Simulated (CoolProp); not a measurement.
Vapour-liquid equilibrium of R22 (1) + R114 (2) at 6.51 bar; x and y are mole fractions of (1).

Computed with CoolProp (multi-fluid Helmholtz-energy mixture model, Kamei 1995 and Platzer 1990; pair parameters Bell 2016). This equation is an older, rougher fit; its heat capacities, sound speeds and derivatives of the liquid may be far off and weren't checked against measurements.

| x | bubble temperature (K) | y at the bubble point | dew temperature at overall composition x (K) | liquid density (mol/L) |
|---|---|---|---|---|
| 0.05 | 329.6 | 0.199 | 335.8 | 8.038 |
| 0.125 | 320.0 | 0.403 | 332.8 | 8.461 |
| 0.2 | 312.9 | 0.534 | 329.5 | 8.860 |
| 0.275 | 307.5 | 0.625 | 326.2 | 9.253 |
| 0.35 | 303.2 | 0.692 | 322.6 | 9.652 |
| 0.425 | 299.6 | 0.745 | 318.8 | 10.07 |
| 0.5 | 296.6 | 0.790 | 314.8 | 10.51 |
| 0.575 | 293.9 | 0.828 | 310.5 | 10.97 |
| 0.65 | 291.4 | 0.863 | 305.9 | 11.48 |
| 0.725 | 289.1 | 0.895 | 301.0 | 12.02 |
| 0.8 | 286.9 | 0.925 | 295.9 | 12.61 |
| 0.875 | 284.9 | 0.954 | 290.5 | 13.26 |
| 0.95 | 282.9 | 0.982 | 285.2 | 13.97 |

No azeotrope shows between x = 0.05 and 0.95.

Pair parameters are fitted to limited data, so mixtures are less certain than the pure fluids.
